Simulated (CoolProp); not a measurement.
Vapour-liquid equilibrium of cyclohexane (1) + dimethyl carbonate (2) at 124.05 °C; x and y are mole fractions of (1).

The numbers come from the multi-fluid Helmholtz-energy mixture model, Zhou 2014 and Zhou 2011; pair parameters Bell 2016 in CoolProp.

| x | bubble pressure (MPa) | y at the bubble point | dew pressure at overall composition x (MPa) | liquid density (mol/L) |
|---|---|---|---|---|
| 0.05 | 0.3001 | 0.142 | 0.2788 | (withheld) |
| 0.15 | (withheld) | 0.311 | 0.3020 | 9.747 |
| 0.25 | 0.3716 | 0.408 | 0.3280 | 9.441 |
| 0.35 | (withheld) | (withheld) | 0.3558 | 9.162 |
| 0.45 | 0.3956 | 0.522 | 0.3822 | 8.911 |
| 0.55 | 0.3991 | 0.566 | (withheld) | 8.688 |
| 0.65 | 0.3980 | 0.612 | 0.3941 | 8.493 |
| 0.75 | 0.3914 | (withheld) | 0.3753 | 8.324 |
| 0.85 | 0.3755 | 0.749 | 0.3518 | 8.179 |
| 0.95 | 0.3431 | 0.887 | 0.3281 | 8.057 |

Question: Some entries are withheld; supply them.

Answer: 
- 0.05, liquid density (mol/L): 10.08
- 0.15, bubble pressure (MPa): 0.3447
- 0.35, bubble pressure (MPa): 0.3872
- 0.35, y at the bubble point: 0.472
- 0.55, dew pressure at overall composition x (MPa): 0.3983
- 0.75, y at the bubble point: 0.668

y crosses x between x = 0.55 and 0.65: the model has an azeotrope there.

Pair parameters are fitted to limited data, so mixtures are less certain than the pure fluids.
